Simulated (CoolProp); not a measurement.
Saturation properties of CH2F2 (R32) (Tc = 351.3 K, pc = 57.83 bar, ω = 0.277).

Computed with CoolProp (reference Helmholtz-energy equation of state, Tillner-Roth 1997).

| T (K) | p (bar) | enthalpy of vaporisation (kJ/kg) | liquid cp (kJ/(kg K)) | vapour Z | surface tension (mN/m) | vapour viscosity (µPa s) |
|---|---|---|---|---|---|---|
| 243.5 | 2.774 | 356.4 | 1.632 | 0.9204 | 16.4 | 10.9 |
| 250.3 | 3.639 | 347.8 | 1.652 | 0.9056 | 15.1 | 11.2 |
| 257 | 4.681 | 338.9 | 1.674 | 0.8893 | 13.9 | 11.5 |
| 263.8 | 5.959 | 329.3 | 1.701 | 0.8711 | 12.6 | 11.9 |
| 270.5 | 7.463 | 319.4 | 1.731 | 0.8514 | 11.4 | 12.2 |
| 277.3 | 9.268 | 308.7 | 1.768 | 0.8295 | 10.3 | 12.6 |
| 284 | 11.35 | 297.4 | 1.812 | 0.8060 | 9.11 | 12.9 |
| 290.8 | 13.81 | 285.2 | 1.865 | 0.7799 | 7.98 | 13.3 |

It boils at 221.5 K under 1 atm.

Viscosity comes from a separate model (Bell 2016), an estimate that may be off by 10 % or more. Surface tension comes from a separate correlation (Mulero 2012).
